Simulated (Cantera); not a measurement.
Hydrogen reduction and annealing atmospheres: NiS + H₂ + N₂

A closed system holds: 1 mol NiS, 520 mol H₂, 0.77 mol N₂, held at 0.143 Torr.

Method: chemical equilibrium by Gibbs-energy minimisation in Cantera with the NASA 1993 tables (ideal gas, pure condensed phases). Candidate condensed phases: Ni, NiS, NiS₂, Ni₃S₂, Ni₃S₄, S; 17 gas species. Gases not in the tables: S₃ to S₇. Rates play no part.

```
T (K)  log p H₂  log p H  log p H₂S  log p Ni  n Ni(s)
-----  --------  -------  ---------  --------  -------
1025      -3.72   -10.22      -6.44    -14.12     1.00
1075      -3.72    -9.69      -6.44    -13.11     1.00
1125      -3.72    -9.21      -6.44    -12.20    1.000
1175      -3.72    -8.77      -6.45    -11.36    1.000
1225      -3.72    -8.37      -6.47    -10.59    1.000
1275      -3.72    -7.99      -6.49     -9.88    1.000
1325      -3.72    -7.65      -6.53     -9.23    0.998
1375      -3.72    -7.33      -6.58     -8.62    0.993
1425      -3.72    -7.03      -6.65     -8.06    0.974
1475      -3.72    -6.75      -6.72     -7.54    0.915
1525      -3.72    -6.49      -6.81     -7.05    0.744
1575      -3.72    -6.24      -6.91     -6.59    0.274
1625      -3.73    -6.01      -7.01     -6.45        0
```
log p: log10 of the partial pressure in bar; n: condensed amount in mol.

From 1025 K to 1575 K the condensed part is Ni(s). At 1625 K nothing is condensed.
